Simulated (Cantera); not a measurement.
Standard-state values (1 bar) from the NASA 1993 polynomials, evaluated with Cantera. Values are per mole of reaction as written; species without (g) are pure solids or liquids, kept so even where they would boil at 1 bar. ZrN: taken at fixed stoichiometry.

ZrN + 2 O₂(g) ⇌ ZrO₂ + NO₂(g), with ΔH° = -698.0 kJ and ΔS° = -158.7 J/K at 300 K.

### Question
How far is the shortcut ΔG° ≈ ΔH°(300 K) − T·ΔS°(300 K) from the full temperature-dependent value at 1975, 2075, 2175, 2275, 2375, 2475, 2575 K?

### Answer
```json
[
 {"T (K)": "1975", "shortcut (kJ)": "-384.6", "full (kJ)": "-391.3", "difference (kJ)": "6.7", "difference in log10 K": "-0.18", "condensed phases": "ZrN(s), ZrO₂(tetragonal)"},
 {"T (K)": "2075", "shortcut (kJ)": "-368.7", "full (kJ)": "-376.3", "difference (kJ)": "7.5", "difference in log10 K": "-0.19", "condensed phases": "ZrN(s), ZrO₂(tetragonal)"},
 {"T (K)": "2175", "shortcut (kJ)": "-352.9", "full (kJ)": "-361.3", "difference (kJ)": "8.4", "difference in log10 K": "-0.20", "condensed phases": "ZrN(s), ZrO₂(tetragonal)"},
 {"T (K)": "2275", "shortcut (kJ)": "-337.0", "full (kJ)": "-346.2", "difference (kJ)": "9.2", "difference in log10 K": "-0.21", "condensed phases": "ZrN(s), ZrO₂(tetragonal)"},
 {"T (K)": "2375", "shortcut (kJ)": "-321.1", "full (kJ)": "-331.2", "difference (kJ)": "10.0", "difference in log10 K": "-0.22", "condensed phases": "ZrN(s), ZrO₂(tetragonal)"},
 {"T (K)": "2475", "shortcut (kJ)": "-305.3", "full (kJ)": "-316.1", "difference (kJ)": "10.8", "difference in log10 K": "-0.23", "condensed phases": "ZrN(s), ZrO₂(tetragonal)"},
 {"T (K)": "2575", "shortcut (kJ)": "-289.4", "full (kJ)": "-301.0", "difference (kJ)": "11.6", "difference in log10 K": "-0.23", "condensed phases": "ZrN(s), ZrO₂(tetragonal)"}
]
```
The shortcut ignores heat capacities and the phase changes listed.
